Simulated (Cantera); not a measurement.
Input: 1 mol HF, 0.036 mol H2O, 3.7 mol O2, held at 1 atm.

Method: chemical equilibrium by Gibbs-energy minimisation in Cantera with the NASA 1993 tables (ideal gas, pure condensed phases). Candidate condensed phases: H2O; 22 gas species. Kinetics and transport are ignored. All values below are at 2323 K.

Base state: O2 0.775, HF 0.210, H2O 0.00648, O 0.00496, OH 0.00280, F 0.000695, H 4.50e-5, H2 1.73e-5 (mole fractions); condensed: gas only.

Task: What changes in the equilibrium state with this change: H2O from 0.036 to 1.9 mol?

Result: 
```json
[
 {"species": "O2", "before": "0.775", "after": "0.551"},
 {"species": "H2O", "before": "0.00648", "after": "0.276"},
 {"species": "HF", "before": "0.210", "after": "0.150"},
 {"species": "OH", "before": "0.00280", "after": "0.0168"},
 {"species": "H2", "before": "1.73e-5", "after": "0.000875"},
 {"species": "F", "before": "0.000695", "after": "7.00e-5"},
 {"species": "H", "before": "4.50e-5", "after": "0.000320"}
]
```
